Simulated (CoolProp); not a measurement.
A single-stage vapour-compression cycle with n-perfluorohexane: evaporating at 280.15 K (dew point), condensing at 331.15 K (bubble point), superheat 8 K, subcooling 8 K, compressor efficiency 0.65, no pressure losses. Each further row changes one setting.

Model: reference Helmholtz-energy equation of state, Gao 2022, in CoolProp.

```tsv
case	cooling COP	pressure ratio	discharge temperature (K)	refrigerating effect (kJ/kg)	volumetric capacity (kJ/m³)
as stated	2.67	8.33	331.2	58.7	105
evaporating temperature 285.15 K	3.17	6.48	331.2	62.7	142
condensing temperature 326.15 K	3.14	7.02	326.1	64.1	115
subcooling 13 K	2.91	8.33	331.2	64.1	115
superheat 18 K	2.83	8.33	331.2	66.8	115
compressor efficiency 0.55	2.26	8.33	331.2	58.7	105
```

The compression ends wet for: as stated; evaporating temperature 285.15 K; condensing temperature 326.15 K; subcooling 13 K; superheat 18 K; compressor efficiency 0.55.
